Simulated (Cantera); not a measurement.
# Pyrogenic steam for wet oxidation

A perfectly stirred reactor is fed with H2 : O2 : N2 = 1.4 : 1 : 0.52 (molar parts), equivalence ratio 0.70, at 0.987 atm; it is held at 1225 K, and followed from long to short residence time.

Detailed kinetics in Cantera: the H2/O2 subset of GRI-Mech 3.0, which has no nitrogen chemistry. The temperature is held fixed by assumption; the heat of reaction is taken as removed at once.

```
τ (s)        x H2   x O2       x O      x OH  x H2O
-------  --------  -----  --------  --------  -----
22       0.000115  0.135   1.28e-7   1.27e-5  0.630
5.6      0.000346  0.135   4.12e-7   1.65e-5  0.630
1.5      0.000887  0.135   1.32e-6   2.37e-5  0.629
0.39      0.00214  0.136   4.25e-6   3.71e-5  0.628
0.10      0.00492  0.137   1.30e-5   6.15e-5  0.624
0.027     0.00988  0.139   3.57e-5  0.000110  0.617
0.0070     0.0171  0.142  0.000102  0.000236  0.608
0.0019     0.0264  0.146  0.000282  0.000545  0.595
0.00049    0.0431  0.153  0.000755   0.00123  0.572
```
x: mole fraction; the columns are a selection and need not sum to one.
